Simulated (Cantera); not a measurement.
## N2O furnace oxynitridation

An isothermal, constant-pressure homogeneous reactor starts with 100 % N2O, at 1275 K and 1.00 bar.

Cantera simulation using GRI-Mech 3.0 (53 species, 325 reactions); the numbers are that mechanism's predictions, not measurements. GRI-Mech 3.0 was tuned for natural gas; its chemistry of N2O as a main component is partial and can be far from experiment. The mechanism lacks the step 2 NO + O2 → 2 NO2, which can matter for NO2 below about 1400 K. The temperature is held fixed by assumption; the heat of reaction is taken as removed at once.

```tsv
t (s)	x N2O	x NO2	x NO	x N2	x O2	x O
2.00e-5	1.000	7.35e-11	4.69e-6	3.69e-5	1.47e-5	5.10e-6
5.79e-5	1.000	8.75e-10	1.62e-5	0.000115	5.10e-5	5.17e-6
0.000168	0.999	8.13e-9	4.95e-5	0.000342	0.000156	5.17e-6
0.000485	0.998	6.90e-8	0.000146	0.000997	0.000459	5.17e-6
0.00140	0.995	5.49e-7	0.000424	0.00289	0.00133	5.16e-6
0.00406	0.987	3.86e-6	0.00122	0.00831	0.00385	5.15e-6
0.0118	0.962	2.10e-5	0.00345	0.0236	0.0109	5.11e-6
0.0340	0.896	7.84e-5	0.00939	0.0649	0.0300	4.99e-6
0.0985	0.737	0.000215	0.0232	0.163	0.0757	4.65e-6
0.285	0.454	0.000443	0.0461	0.341	0.158	3.78e-6
0.825	0.158	0.000637	0.0645	0.529	0.248	2.09e-6
2.39	0.0185	0.000721	0.0673	0.621	0.293	4.04e-7
6.91	0.000109	0.000948	0.0667	0.633	0.299	6.34e-8
20.0	1.22e-6	0.000954	0.0666	0.633	0.299	6.15e-8
```
x: mole fraction; the columns are a selection and need not sum to one.

Equilibrium at this temperature and pressure: N2O 2.41e-8, NO2 5.90e-6, NO 0.000390, N2 0.666, O2 0.333, O 6.49e-8 (gas phase only).
